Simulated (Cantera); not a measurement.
# Reactions in the system Cl-H-O-Ti

Source: NASA polynomial tables (part measured, part estimated), evaluated in Cantera. Values are per mole of reaction as written; species without (g) are pure solids or liquids, kept so even where they would boil at 1 bar.

4 TiCl3 + 6 H2O(g) ⇌ Ti + 12 HCl(g) + 3 TiO2

```
T (K)  ΔH° (kJ)  ΔS° (J/K)  ΔG° (kJ)  log10 K
-----  --------  ---------  --------  -------
425       390.8      717.8      85.7   -10.53
450       389.9      715.8      67.8    -7.87
475       389.1      714.0      49.9    -5.49
500       388.3      712.3      32.1    -3.35
525       387.4      710.8      14.3    -1.42
550       386.6      709.3      -3.5     0.33
```

2 Ti4O7 + 2 Cl2(g) ⇌ 7 TiO2 + TiCl4

| T (K) | ΔH° (kJ) | ΔS° (J/K) | ΔG° (kJ) | log10 K |
|---|---|---|---|---|
| 425 | -603.4 | -225.1 | -507.7 | 62.40 |
| 450 | -602.5 | -223.2 | -502.1 | 58.28 |
| 475 | -601.8 | -221.6 | -496.5 | 54.60 |
| 500 | -601.1 | -220.1 | -491.0 | 51.30 |
| 525 | -600.4 | -218.8 | -485.5 | 48.31 |
| 550 | -599.8 | -217.6 | -480.1 | 45.59 |
